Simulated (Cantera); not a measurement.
Cantera run:

```python
import numpy as np
import cantera as ct

gas_names = """
    C CH CH2 CH3 CH2OH CH3O CH4 CH3OH CO CO2 COOH C2 C2H CHCO,ketyl C2H2,acetylene C2H2,vinylidene
    CH2CO,ketene C2H3,vinyl CH3CO,acetyl C2H4 C2H4O,ethylen CH3CHO,ethanal CH3COOH (HCOOH)2 C2H5 C2H6
    CH3OCH3 C2H5OH C2O C3 C3H3,propargyl C3H4,allene C3H4,propyne C3H4,cyclo- C3H5,allyl C3H6,propylene
    C3H6,cyclo- C3H6O C3H7,n-propyl C3H7,i-propyl C3H8 C3H8O,1propanol C3H8O,2propanol C3O2 C4 C4H2
    C4H4,1,3-cyclo- C4H6,butadiene C4H6,2-butyne C4H6,cyclo- C4H8,1-butene C4H8,cis2-buten
    C4H8,tr2-butene C4H8,isobutene C4H8,cyclo- (CH3COOH)2 C4H9,n-butyl C4H9,i-butyl C4H9,s-butyl
    C4H9,t-butyl C4H10,isobutane C4H10,n-butane C5 C5H6,1,3cyclo- C5H8,cyclo- C5H10,1-pentene
    C5H10,cyclo- C5H11,pentyl C5H11,t-pentyl C5H12,n-pentane C5H12,i-pentane CH3C(CH3)2CH3 C6H2
    C6H5,phenyl C6H5O,phenoxy C6H6 C6H5OH,phenol C6H10,cyclo- C6H12,1-hexene C6H12,cyclo- C6H13,n-hexyl
    C7H7,benzyl C7H8 C7H8O,cresol C7H14,1-heptene C7H15,n-heptyl C7H16,n-heptane C8H8,styrene
    C8H10,ethylbenz C8H16,1-octene C8H17,n-octyl C8H18,isooctane C8H18,n-octane C9H19,n-nonyl
    C10H8,naphthale C10H21,n-decyl C12H9,o-bipheny C12H10,bipheny H HCO HO2 H2 HCHO,formaldehy HCOOH H2O
    H2O2 O OH O2 O3 Pb PbO Pb2
""".split()
cond_names = """
    C(gr) C6H6(L) C7H8(L) C8H18(L),n-octa H2O(s) H2O(L) Pb(cr) Pb(L) PbO(rd) PbO(yw) PbO(L) PbO2(s)
    Pb3O4(s)
""".split()


def load(file, names, dense=False):
    # The tables refer to 1 bar. Condensed volumes are neglected.
    table = {s.name: s for s in ct.Species.list_from_file(file)}
    out = []
    for n in names:
        d = dict(table[n].input_data)
        d["thermo"] = dict(d["thermo"], **{"reference-pressure": 1e5})
        if dense:
            d["equation-of-state"] = {"model": "constant-volume", "density": "1e6 g/cm^3"}
        out.append(ct.Species.from_dict(d))
    return out


gas = ct.Solution(thermo="ideal-gas", species=load("nasa_gas.yaml", gas_names))
cond = {s.name: ct.Solution(thermo="fixed-stoichiometry", species=[s], name=s.name)
        for s in load("nasa_condensed.yaml", cond_names, dense=True)}
atoms = {
    'PbO': {'Pb': 1, 'O': 1},
    'CO': {'C': 1, 'O': 1},
    'H2': {'H': 2},
}
top_T = {'C(gr)': 4500, 'Pb3O4(s)': 820}  # K; cautious upper limits of use, not melting points


def equilibrate(T, P, feed):
    n = {}
    for name, mol in feed.items():
        for a, k in atoms[name].items():
            n[a] = n.get(a, 0.0) + k * mol
    gas.TPX = T, P, n
    mass = sum(n.values()) * gas.mean_molecular_weight
    gas.equilibrate("TP")
    valid = [c for c in cond.values() if c.min_temp <= T <= top_T.get(c.name, c.max_temp)]
    mix = ct.Mixture([(gas, mass / gas.mean_molecular_weight)] + [(c, 0.0) for c in valid])
    mix.T, mix.P = T, P
    mix.equilibrate("TP", solver="vcs", rtol=1e-11, max_steps=5000)
    return mix


results = []
feed = {'PbO': 1, 'CO': 0.99, 'H2': 0.61}  # mol
P = 1333.22  # Pa
for T in [898, 948, 998, 1048, 1098, 1148, 1198, 1248, 1298, 1348, 1398]:
    mix = equilibrate(T, P, feed)
    results.append((T, P, feed, dict(zip(mix.species_names, mix.species_moles))))

top = {s: max(r[3][s] / sum(r[3][g] for g in gas_names) for r in results) for s in gas_names}
cols = sorted((s for s in top if top[s] > 1e-06), key=lambda s: -top[s])[:8]
seen = [c for c in cond_names if any(r[3].get(c, 0) > 1e-12 for r in results)]
print("log10 of partial pressures in bar; condensed amounts in mol")
print(f"{'T/K':>10s}" + "".join(f"{s[:9]:>10s}" for s in cols + seen))
for T, P, feed, n in results:
    ng = sum(n[g] for g in gas_names)
    print(f"{T:10.4g}" + "".join(f"{np.log10(max(n[s] / ng * P / 1e5, 1e-99)):10.3f}" for s in cols)
          + "".join(f"{n.get(c, 0):10.4g}" for c in seen))
```

Result:

```
log10 of partial pressures in bar; condensed amounts in mol
       T/K       CO2        Pb       H2O        CO        H2       PbO       Pb2         H     Pb(L)
       898    -2.238    -5.888    -2.593    -2.608    -2.597   -12.164   -12.130   -11.259    0.9998
       948    -2.252    -5.320    -2.563    -2.576    -2.630   -11.160   -11.178   -10.595    0.9994
       998    -2.266    -4.810    -2.538    -2.550    -2.662   -10.256   -10.325    -9.998    0.9981
      1048    -2.279    -4.350    -2.517    -2.529    -2.693    -9.439    -9.555    -9.459    0.9946
      1098    -2.292    -3.933    -2.501    -2.513    -2.725    -8.696    -8.857    -8.969    0.9859
      1148    -2.307    -3.553    -2.491    -2.502    -2.758    -8.019    -8.223    -8.524    0.9656
      1198    -2.328    -3.205    -2.489    -2.500    -2.796    -7.398    -7.643    -8.119    0.9215
      1248    -2.360    -2.886    -2.501    -2.511    -2.844    -6.828    -7.111    -7.753    0.8271
      1298    -2.416    -2.592    -2.539    -2.549    -2.916    -6.302    -6.621    -7.428    0.6201
      1348    -2.523    -2.321    -2.630    -2.640    -3.038    -5.815    -6.169    -7.155    0.1059
      1398    -2.547    -2.290    -2.640    -2.649    -3.077    -5.585    -6.193    -6.863         0
```

These are equilibrium values from Cantera (NASA tables, ideal gas, pure condensed phases), not measurements of a reactor.
